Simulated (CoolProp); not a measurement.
A single-stage vapour-compression cycle with the fluid: evaporating at 320.15 K (dew point), condensing at 369.15 K (bubble point), superheat 8 K, subcooling 2 K, compressor efficiency 0.7, no pressure losses. The same conditions are run with several fluids, on thermodynamics alone (safety and materials aside).

Values from CoolProp's reference Helmholtz-energy equation of state of each fluid (n-heptane: Span 2003; tetrahydrofuran: Fiedler 2023; isobutane: Bücker 2006; dimethyl carbonate: Zhou 2011; isobutene: Lemmon 2005; 1,2-dichloroethane: Thol 2015).

| fluid | cooling COP | pressure ratio | discharge temperature (K) | refrigerating effect (kJ/kg) | volumetric capacity (kJ/m³) |
|---|---|---|---|---|---|
| n-heptane | 3.72 | 5.66 | 369.2 | 251 | 156 |
| tetrahydrofuran | ___ | 4.66 | 396.8 | 350 | ___ |
| isobutane | 3.14 | 2.90 | 376.0 | ___ | 2920 |
| dimethyl carbonate | 4.01 | 5.95 | 390.6 | 325 | 221 |
| isobutene | 3.36 | ___ | 379.8 | 221 | 2920 |
| 1,2-dichloroethane | 4.08 | 5.34 | 409.3 | 287 | ___ |

### Question
Some entries are withheld; supply them.

### Answer

- tetrahydrofuran, cooling COP: 4.02
- tetrahydrofuran, volumetric capacity (kJ/m³): 494
- isobutane, refrigerating effect (kJ/kg): 186
- isobutene, pressure ratio: 3.00
- 1,2-dichloroethane, volumetric capacity (kJ/m³): 291

The compression ends wet for: n-heptane.
